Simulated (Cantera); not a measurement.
A freely propagating, adiabatic, planar premixed flame of CH4 : O2 : N2 : CO2 = 1 : 1.54 : 5.78 : 0.21 (molar parts), equivalence ratio 1.3, unburnt at 598 K and 1000000 Pa; mixture-averaged transport, grid criteria slope 0.08 and curve 0.16, no radiation.

Cantera simulation using GRI-Mech 3.0 (53 species, 325 reactions); the numbers are that mechanism's predictions, not measurements. Burning velocities carry a grid error of a few per cent, more on coarse grids.

x: mole fraction of selected species; z is measured from the peak of heat release.

```json
[
 {"z (mm)": "-0.331", "T (K)": "599", "u (m/s)": "0.286", "x CH4": "0.117", "x O2": "0.180", "x CO2": "0.0246", "x C2H6": "1.52e-7", "x HCN": "<1e-8", "x CH3": "<1e-8"},
 {"z (mm)": "-0.221", "T (K)": "609", "u (m/s)": "0.292", "x CH4": "0.115", "x O2": "0.179", "x CO2": "0.0245", "x C2H6": "2.65e-6", "x HCN": "2.73e-8", "x CH3": "3.52e-8"},
 {"z (mm)": "-0.165", "T (K)": "639", "u (m/s)": "0.307", "x CH4": "0.112", "x O2": "0.176", "x CO2": "0.0245", "x C2H6": "1.45e-5", "x HCN": "1.34e-7", "x CH3": "1.57e-7"},
 {"z (mm)": "-0.110", "T (K)": "[?]", "u (m/s)": "0.376", "x CH4": "[?]", "x O2": "0.163", "x CO2": "0.0252", "x C2H6": "[?]", "x HCN": "[?]", "x CH3": "[?]"},
 {"z (mm)": "-0.0551", "T (K)": "1238", "u (m/s)": "0.612", "x CH4": "0.0660", "x O2": "0.115", "x CO2": "0.0313", "x C2H6": "0.000763", "x HCN": "5.12e-6", "x CH3": "0.000128"},
 {"z (mm)": "-0.0276", "T (K)": "1625", "u (m/s)": "0.811", "x CH4": "0.0358", "x O2": "0.0710", "x CO2": "0.0393", "x C2H6": "0.00100", "x HCN": "1.03e-5", "x CH3": "0.000843"},
 {"z (mm)": "0", "T (K)": "1976", "u (m/s)": "0.994", "x CH4": "0.0103", "x O2": "0.0274", "x CO2": "0.0501", "x C2H6": "0.000185", "x HCN": "1.90e-5", "x CH3": "0.00167"},
 {"z (mm)": "0.0276", "T (K)": "2139", "u (m/s)": "1.08", "x CH4": "[?]", "x O2": "[?]", "x CO2": "0.0585", "x C2H6": "[?]", "x HCN": "2.78e-5", "x CH3": "[?]"},
 {"z (mm)": "0.0551", "T (K)": "2186", "u (m/s)": "1.10", "x CH4": "0.000448", "x O2": "0.00175", "x CO2": "0.0630", "x C2H6": "3.91e-7", "x HCN": "2.75e-5", "x CH3": "0.000200"},
 {"z (mm)": "0.110", "T (K)": "2208", "u (m/s)": "1.11", "x CH4": "6.42e-5", "x O2": "0.000173", "x CO2": "0.0660", "x C2H6": "<1e-8", "x HCN": "1.96e-5", "x CH3": "2.54e-5"},
 {"z (mm)": "0.221", "T (K)": "2216", "u (m/s)": "1.11", "x CH4": "8.03e-6", "x O2": "1.77e-5", "x CO2": "0.0667", "x C2H6": "<1e-8", "x HCN": "1.06e-5", "x CH3": "2.34e-6"},
 {"z (mm)": "0.441", "T (K)": "2220", "u (m/s)": "1.11", "x CH4": "8.71e-7", "x O2": "6.64e-6", "x CO2": "0.0667", "x C2H6": "<1e-8", "x HCN": "4.48e-6", "x CH3": "1.93e-7"},
 {"z (mm)": "0.882", "T (K)": "2220", "u (m/s)": "1.11", "x CH4": "3.89e-8", "x O2": "4.92e-6", "x CO2": "0.0667", "x C2H6": "<1e-8", "x HCN": "1.17e-6", "x CH3": "<1e-8"}
]
```

Task: Complete the blanks.

Result: 
- -0.110, T (K): 774
- -0.110, x CH4: 0.101
- -0.110, x C2H6: 0.000114
- -0.110, x HCN: 8.91e-7
- -0.110, x CH3: 1.83e-6
- 0.0276, x CH4: 0.00191
- 0.0276, x O2: 0.00707
- 0.0276, x C2H6: 7.25e-6
- 0.0276, x CH3: 0.000713
